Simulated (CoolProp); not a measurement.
CH2F2 (R32) along the isotherm 161.85 °C: fugacity coefficient from the reference equation and from simpler models built on Tc = 78.1 °C, pc = 5.783 MPa, ω = 0.277; each cubic takes its own stable root.

The numbers come from the reference Helmholtz-energy equation of state, Tillner-Roth 1997 in CoolProp.

| p (MPa) | phase | reference |
|---|---|---|
| 1.45 | gas | 0.9562 |
| 2.89 | gas | 0.9142 |
| 4.34 | gas | 0.8734 |
| 5.78 | gas | 0.8344 |
| 7.23 | supercritical | 0.7966 |
| 8.67 | supercritical | 0.7608 |
| 10.1 | supercritical | 0.7269 |
| 11.6 | supercritical | 0.6934 |
| 13 | supercritical | 0.6643 |
| 14.5 | supercritical | 0.6354 |

How far does each simpler model (van der Waals, Redlich-Kwong, Soave-Redlich-Kwong, Peng-Robinson) lie from the reference over these 10 states: mean and median of the absolute difference, and the worst?


- van der Waals: mean 1.6 %, median 1.2 %, worst -3.7 % at 161.85 °C and 14.5 MPa
- Redlich-Kwong: mean 0.6 %, median 0.7 %, worst -1.0 % at 161.85 °C and 11.6 MPa
- Soave-Redlich-Kwong: mean 4.0 %, median 3.7 %, worst +8.3 % at 161.85 °C and 14.5 MPa
- Peng-Robinson: mean 0.6 %, median 0.3 %, worst +2.2 % at 161.85 °C and 14.5 MPa
